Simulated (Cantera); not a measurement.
A freely propagating, adiabatic, planar premixed flame of C3H8 : O2 : N2 : CO2 = 1 : 5.38 : 20.2 : 2.7 (molar parts), unburnt at 450 K and 0.227 atm; mixture-averaged transport, grid criteria slope 0.08 and curve 0.16, no radiation.

Cantera simulation using GRI-Mech 3.0 (53 species, 325 reactions); the numbers are that mechanism's predictions, not measurements. GRI-Mech 3.0 was tuned for natural gas; its chemistry of propane as a main component is partial and can be far from experiment. Burning velocities carry a grid error of a few per cent, more on coarse grids.

### Question
Predict: laminar burning velocity; thermal thickness; peak x(HCN); peak x(OH); peak x(HO2).

### Answer
| Quantity | Result |
|---|---|
| laminar burning velocity | 75.3 cm/s |
| thermal thickness | 1.47 mm |
| peak x(HCN) | 8.83e-7 |
| peak x(OH) | 0.00641 |
| peak x(HO2) | 0.000216 |
